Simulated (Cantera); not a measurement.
Charge: 1 mol SiCl₄, 3.9 mol HCl, 4.4 mol H₂, equilibrated at 1.00 bar.

Equilibrium computed with Cantera from the NASA thermochemical tables; the gas is ideal and each condensed phase is pure. Candidate condensed phases: Si; 19 gas species. The tables' values for SiCl₃ are old estimates; treat these amounts as uncertain. Rates play no part. All values below are at 1448 K.

Base state: H₂ 0.452, HCl 0.442, SiCl₄ 0.0848, SiCl₃ 0.00996, SiHCl₃ 0.00742, SiCl₂ 0.00430, SiH₂Cl₂ 0.000100 (mole fractions); condensed: gas only.

What changes in the equilibrium state with this change: H₂ from 4.4 to 0.39 mol?


```
species    before     after
-------  --------  --------
HCl         0.442     0.742
SiCl₄      0.0848     0.182
H₂          0.452    0.0691
SiH₂Cl₂  0.000100   1.78e-6
SiCl₂     0.00430  0.000498
SiHCl₃    0.00742   0.00145
Cl        4.93e-6   2.12e-5
SiCl₃     0.00996   0.00496
```
